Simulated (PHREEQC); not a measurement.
AlCl3 is added in steps, without added water, to 1 kg of water holding 0.0088 mol/kgw HF and 0.00069 mol/kgw NH4F, at 20 °C. Oxygen alone is held at its pressure in air (log pO2 = -0.68). The system is closed to CO2. Only these solids could form: Al(OH)3(a).

Base run: PHREEQC, ion-association model, wateq4f.dat. Each further column changes one thing. The table gives HF (mol/kgw).

```
AlCl3 added (mol)      base  Davies equation for every ion  Debye-Hückel limiting law  all activity coefficients set to 1  database phreeqc.dat
-----------------  --------  -----------------------------  -------------------------  ----------------------------------  --------------------
0                   0.00647                        0.00647                    0.00646                             0.00657               0.00669
0.001484            0.00402                        0.00401                    0.00400                             0.00411               0.00410
0.002672            0.00182                        0.00182                    0.00181                             0.00186               0.00184
0.004156           0.000337                       0.000335                   0.000337                            0.000324              0.000338
0.005344            7.57e-5                        7.57e-5                    7.88e-5                             6.19e-5               7.57e-5
0.006828            2.50e-5                        2.56e-5                    2.78e-5                             1.84e-5               2.50e-5
0.008016            1.40e-5                        1.49e-5                          …                                   …               1.40e-5
0.0095              8.29e-6                        9.27e-6                    1.09e-5                                   …               8.29e-6
```

**Question.** Some entries are withheld; supply them.

**Answer.** 
- 0.008016, Debye-Hückel limiting law: 1.68e-5
- 0.008016, all activity coefficients set to 1: 9.82e-6
- 0.0095, all activity coefficients set to 1: 5.49e-6

Fluoro complexes past AlF4- and FeF3 are missing from the database. phreeqc.dat and wateq4f.dat share most of their constants, so their agreement is no independent check.
